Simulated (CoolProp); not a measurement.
Vapour-liquid equilibrium of R125 (1) + R227EA (2) at 0.342 bar; x and y are mole fractions of (1).

Model: multi-fluid Helmholtz-energy mixture model, Lemmon 2005 and Lemmon 2016; pair parameters Bell 2016, in CoolProp.

```csv
x,bubble temperature (°C),y at the bubble point,dew temperature at overall composition x (°C),liquid density (mol/L)
0.05,-41.9,0.192,-39.6,9.698
0.15,-47.1,0.459,-41.2,10.04
0.25,-51.3,0.628,-42.9,10.38
0.35,-54.7,0.739,-44.8,10.72
0.45,-57.6,0.816,-46.9,11.07
0.55,-60.1,0.872,-49.2,11.42
0.65,-62.2,0.913,-51.9,11.79
0.75,-64.1,0.945,-55.1,12.17
0.85,-65.7,0.970,-59.1,12.56
0.95,-67.2,0.991,-64.4,12.97
```

No azeotrope shows between x = 0.05 and 0.95.

The pair parameters rest on a limited set of measurements; away from them the model extrapolates.
